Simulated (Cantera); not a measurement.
A perfectly stirred reactor is fed with 16.8 % CO, 20.2 % H2, 13.2 % O2, 49.7 % N2, at 0.660 bar; it is adiabatic with a 300 K inlet, and is followed from long to short residence time, starting on the burning branch (τ in s: 0.021, 0.013, 0.0079, 0.0049, 0.003, 0.0019, 0.0012, 0.00072, 0.00045, 0.00028, 0.00017, 0.00011, 6.6e-05).

Model: GRI-Mech 3.0 (53 species, 325 reactions), integrated in Cantera.

x: mole fraction; the columns are a selection and need not sum to one.

```tsv
τ (s)	T (K)	x CO	x H2	x O2	x H2O	x N2O	x NO	x O
0.021	2239	0.0928	0.0330	0.00212	0.192	2.26e-8	0.000371	0.000826
0.013	2212	0.0933	0.0336	0.00287	0.189	2.30e-8	0.000299	0.00115
0.0079	2175	0.0939	0.0344	…	0.186	2.36e-8	…	…
0.0049	2132	0.0946	0.0354	0.00508	0.183	2.42e-8	0.000171	0.00221
0.0030	2080	0.0953	0.0365	0.00654	0.178	2.49e-8	0.000128	0.00299
0.0019	2022	0.0958	0.0377	0.00807	0.174	2.55e-8	0.000101	0.00386
0.0012	1957	0.0961	0.0389	0.00976	0.169	2.59e-8	8.29e-5	0.00488
0.00072	1876	0.0962	0.0401	0.0118	0.163	2.62e-8	6.89e-5	0.00614
0.00045	1795	0.0960	0.0411	0.0138	0.157	2.61e-8	5.81e-5	0.00734
0.00028	1707	0.0962	0.0417	0.0160	0.152	2.59e-8	4.73e-5	0.00852
0.00017	1608	0.0978	0.0420	0.0191	0.146	2.56e-8	3.54e-5	0.00958
0.00011	1514	0.103	0.0423	0.0232	0.143	2.56e-8	2.50e-5	0.0102
6.6e-5	…	…	0.0451	…	0.139	2.53e-8	…	0.00991
```

Task: What belongs in the gaps?

Result: 
- 0.0079, x O2: 0.00388
- 0.0079, x NO: 0.000228
- 0.0079, x O: 0.00162
- 6.6e-5, T (K): 1388
- 6.6e-5, x CO: 0.117
- 6.6e-5, x O2: 0.0325
- 6.6e-5, x NO: 1.31e-5
